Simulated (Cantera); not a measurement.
# MgO + N2 (sublimation and decomposition of ceramics)

Feed: 1 mol MgO, 0.41 mol N2, at 10.0 mbar.

These are equilibrium values from Cantera (NASA tables, ideal gas, pure condensed phases), not measurements of a reactor. Candidate condensed phases: Mg, MgO; 13 gas species. The numbers say what is thermodynamically allowed, not how fast it happens.

```tsv
T (°C)	x N2	x Mg	x O2	x O	x NO	x MgO	n MgO(s)
1400	1.000	2.48e-6	1.12e-7	1.12e-7	2.15e-6	9.30e-10	1.000
1450	1.000	6.05e-6	3.97e-7	3.58e-7	4.90e-6	3.66e-9	1.000
1500	1.000	1.42e-5	1.28e-6	1.06e-6	1.05e-5	1.33e-8	1.000
1550	1.000	3.21e-5	3.80e-6	2.94e-6	2.15e-5	4.51e-8	1.000
1600	1.000	7.01e-5	1.04e-5	7.61e-6	4.17e-5	1.43e-7	1.000
1650	1.000	0.000149	2.63e-5	1.85e-5	7.74e-5	4.27e-7	1.000
1700	0.999	0.000305	6.24e-5	4.28e-5	0.000138	1.21e-6	1.000
1750	0.999	0.000610	0.000140	9.41e-5	0.000237	3.23e-6	1.000
1800	0.998	0.00119	0.000297	0.000198	0.000393	8.24e-6	1.000
1850	0.996	0.00224	0.000603	0.000400	0.000634	2.01e-5	0.999
1900	0.993	0.00412	0.00117	0.000779	0.000996	4.71e-5	0.998
1950	0.987	0.00741	0.00221	0.00147	0.00153	0.000106	0.997
2000	0.978	0.0130	0.00401	0.00268	0.00228	0.000230	0.994
```
x: gas mole fraction; n: condensed amount in mol.

From 1400 °C to 2000 °C the condensed part is MgO(s). The main Mg-bearing gas is Mg throughout.
